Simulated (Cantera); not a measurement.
Input: 1 mol TiO2, 29 mol HCl, equilibrated at 14.0 mbar.

Cantera equilibrium calculation (NASA polynomials, part measured and part estimated; ideal gas, pure solids and liquids). Candidate condensed phases: H2O, Ti, TiCl2, TiCl3, TiCl4, TiO, TiO2, Ti2O3, Ti3O5, Ti4O7; 23 gas species. Kinetics and transport are ignored. All values below are at 1648 K.

Base state: HCl 0.982, Cl 0.00890, H2 0.00424, H2O 0.00323, TiCl4 0.00111, TiCl3 0.000489, Cl2 5.29e-5, H 4.90e-5 (mole fractions); condensed: TiO2(rutile).

### Question
What changes in the equilibrium state with this change: TiO2 replaced by Fe2O3?

### Answer
| species | before | after |
|---|---|---|
| HCl | 0.982 | 0.793 |
| H2O | 0.00323 | 0.0897 |
| FeCl2 | 0 | 0.0667 |
| Cl | 0.00890 | 0.0429 |
| TiCl4 | 0.00111 | 0 |
| O2 | 5.48e-9 | 0.00532 |
| TiCl3 | 0.000489 | 0 |
| FeCl3 | 0 | 0.000422 |
| TiO2(rutile), mol | 0.952 | 0 |
Further candidate phases: Fe, FeCl2, FeCl3, FeO, Fe(OH)2, Fe(OH)3, Fe2O3, Fe3O4.
